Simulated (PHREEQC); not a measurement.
Make-up at 20 °C: 0.03 mol/kgw HF, 0.0011 mol/kgw (NH4)2SiF6, 0.0011 mol/kgw HBF4 and 0.0015 mol/kgw HCl. Closed to the air; pH follows from the charge balance.

The numbers come from PHREEQC with the ion-association model, wateq4f.dat.

No solid was allowed to form.

### Question
What pH does the model give?

### Answer
pH 2.25.

### Question
In which forms is F present?

### Answer
HF 56 %, SiF6-2 16 %, BF4- 11 %, F- 8.0 %, H2F2 8.0 %, HF2- 1.4 % of the F.

Species that the database lacks are ignored. wateq4f.dat counts part of the HF as a dimer, H2F2, which phreeqc.dat doesn't know; its constant is uncertain. SiF6-2 is the database's only silicon fluoride. Real BF4- forms and hydrolyses slowly; the run takes it at equilibrium.
